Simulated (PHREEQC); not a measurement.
Dissolve 1.5 mol/kgw HCl, 0.11 mol/kgw Li2SO4 and 0.0063 mol/kgw MgSO4 at 32 °C. Closed to the air; pH follows from the charge balance.

Equilibrium calculation in PHREEQC: ion-association model, wateq4f.dat.

### Question
The ionic strength comes out as 1.63 mol/kgw. What activity coefficients do SO4-2, Mg+2, H+, LiSO4-, Cl- get?

### Answer
SO4-2 0.12, Mg+2 0.34, H+ 0.73, LiSO4- 0.61, Cl- 0.57.

This is a speciation only: nothing precipitates in the calculation. Ionic strength above about 0.7 mol/kgw puts this run outside the model's range.
